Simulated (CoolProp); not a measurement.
Vapour-liquid equilibrium of R125 (1) + dimethyl ether (2) at 261.4 K; x and y are mole fractions of (1).

Computed with CoolProp (multi-fluid Helmholtz-energy mixture model, Lemmon 2005 and Wu 2011; pair parameters Bell 2016).

Question: Give the bubble pressure and the first vapour's composition at x = 0.125, 0.2, 0.5. Is there an azeotrope?

Answer: x = 0.125: 1.854 bar, y = 0.184; x = 0.2: 1.947 bar, y = 0.293; x = 0.5: 2.555 bar, y = 0.691. No azeotrope shows between x = 0.05 and 0.95.

The pair parameters rest on a limited set of measurements; away from them the model extrapolates.
